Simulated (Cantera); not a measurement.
Equilibrium for roasting and sulfation: FeS + SO₃ + H₂O

A closed system holds: 1 mol FeS, 0.1 mol SO₃, 2 mol H₂O, equilibrated at 1025 °C.

Method: chemical equilibrium by Gibbs-energy minimisation in Cantera with the NASA 1993 tables (ideal gas, pure condensed phases). Candidate condensed phases: Fe, FeO, Fe(OH)₂, Fe(OH)₃, FeS, FeSO₄, FeS₂, Fe₂O₃, Fe₂(SO₄)₃, Fe₃O₄, H₂O, H₂SO₄, S; 22 gas species. Metal and sulfide melt together well below either melting point, which pure phases cannot show. Mutual solubility and eutectic melting of coexisting phases are not modelled. The tables' stoichiometric FeO is somewhat more stable than real wüstite, so its field is too wide. FeO, FeS: taken at fixed stoichiometry. Gases not in the tables: S₃ to S₇. Rates play no part.

| P (Pa) | x H₂O | x H₂ | x SO₂ | x S₂ | x H₂S | x SO | x S₂O | x SH | n FeO(s) | n FeS(s) | n Fe₃O₄(s) |
|---|---|---|---|---|---|---|---|---|---|---|---|
| 1000 | 0.800 | 0.0834 | 0.0645 | 0.0337 | 0.0172 | 0.000652 | 0.000332 | 0.000340 | 0.235 | 0.765 | 0 |
| 4600 | 0.843 | 0.0529 | 0.0645 | 0.0203 | 0.0182 | 0.000392 | 0.000331 | 0.000210 | 0.172 | 0.828 | 0 |
| 21000 | 0.871 | 0.0330 | 0.0640 | 0.0122 | 0.0188 | 0.000235 | 0.000329 | 0.000129 | 0.134 | 0.866 | 0 |
| 96000 | 0.891 | 0.0215 | 0.0585 | 0.00763 | 0.0207 | 0.000137 | 0.000324 | 8.22e-5 | 0 | 0.896 | 0.0347 |
| 440000 | 0.898 | 0.0138 | 0.0576 | 0.00556 | 0.0243 | 8.57e-5 | 0.000371 | 5.62e-5 | 0 | 0.899 | 0.0335 |
| 2000000 | 0.901 | 0.00881 | 0.0570 | 0.00407 | 0.0283 | 5.40e-5 | 0.000427 | 3.84e-5 | 0 | 0.899 | 0.0337 |
x: gas mole fraction; n: condensed amount in mol.

From 1000 Pa to 21000 Pa the condensed part is FeO(s) + FeS(s). From 96000 Pa to 2000000 Pa the condensed part is FeS(s) + Fe₃O₄(s). The main Fe-bearing gas is Fe(OH)₂ throughout.
